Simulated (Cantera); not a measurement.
An adiabatic, constant-pressure homogeneous reactor starts with CH4 : C2H6 : C3H8 : O2 : N2 : CO2 = 1 : 0.17 : 0.2 : 1.63 : 6.14 : 0.55 (molar parts), equivalence ratio 2.2, at 1648 K and 2.80 bar.

Detailed kinetics in Cantera: GRI-Mech 3.0 (53 species, 325 reactions).

Q: Predict: time of steepest temperature rise; temperature at 0.200 s; equilibrium temperature; x(OH) at 0.200 s; x(H) at 0.200 s.

A: 
| Quantity | Value |
|---|---|
| time of steepest temperature rise | 29.7 µs |
| temperature at 0.200 s | 2504 K |
| equilibrium temperature | 2504 K |
| x(OH) at 0.200 s | 0.00109 (gas-phase equilibrium 0.00109) |
| x(H) at 0.200 s | 0.00586 (gas-phase equilibrium 0.00586) |
